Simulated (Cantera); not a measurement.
## Equilibrium for carbon deposition, reforming and gasification: C₂H₂ + CO₂ + N₂

Input: 1 mol C₂H₂, 0.2 mol CO₂, 1.5 mol N₂, equilibrated at 673 K and 11.0 Pa.

These are equilibrium values from Cantera (NASA tables, ideal gas, pure condensed phases), not measurements of a reactor. Candidate condensed phases: C, C₆H₆, C₇H₈, C₈H₁₈, H₂O; 136 gas species. The numbers say what is thermodynamically allowed, not how fast it happens.

```yaml
x(N₂): 0.528
x(H₂): 0.347
x(CO): 0.104
x(CO₂): 0.0160
x(H₂O): 0.00434
x(CH₄): 0.000202
n(C(graphite)): 1.86 mol
gas_amount: 2.842 mol
```
